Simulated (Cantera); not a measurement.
Source: NASA polynomial tables (part measured, part estimated), evaluated in Cantera. Values are per mole of reaction as written; species without (g) are pure solids or liquids, kept so even where they would boil at 1 bar.

2 H(g) + CaBr₂ ⇌ Ca(g) + 2 HBr(g)

```csv
T (K),ΔH° (kJ),ΔS° (J/K),ΔG° (kJ),log10 K,condensed phases
300,352.1,192.9,294.2,-51.23,CaBr₂(s)
1150,(withheld),(withheld),(withheld),(withheld),CaBr₂(l)
1225,279.0,101.3,154.9,-6.60,CaBr₂(l)
1300,274.0,97.3,147.5,-5.92,CaBr₂(l)
1375,(withheld),(withheld),(withheld),(withheld),CaBr₂(l)
1450,264.2,90.2,133.4,-4.81,CaBr₂(l)
1525,259.4,86.9,126.8,-4.34,CaBr₂(l)
1600,(withheld),(withheld),(withheld),(withheld),CaBr₂(l)
1675,249.8,81.0,114.2,-3.56,CaBr₂(l)
1750,245.1,78.2,108.2,-3.23,CaBr₂(l)
```

Q: Some entries are withheld; supply them.

A: 
- 1150, ΔH° (kJ): 284.0
- 1150, ΔS° (J/K): 105.5
- 1150, ΔG° (kJ): 162.7
- 1150, log10 K: -7.39
- 1375, ΔH° (kJ): 269.1
- 1375, ΔS° (J/K): 93.7
- 1375, ΔG° (kJ): 140.3
- 1375, log10 K: -5.33
- 1600, ΔH° (kJ): 254.5
- 1600, ΔS° (J/K): 83.9
- 1600, ΔG° (kJ): 120.3
- 1600, log10 K: -3.93
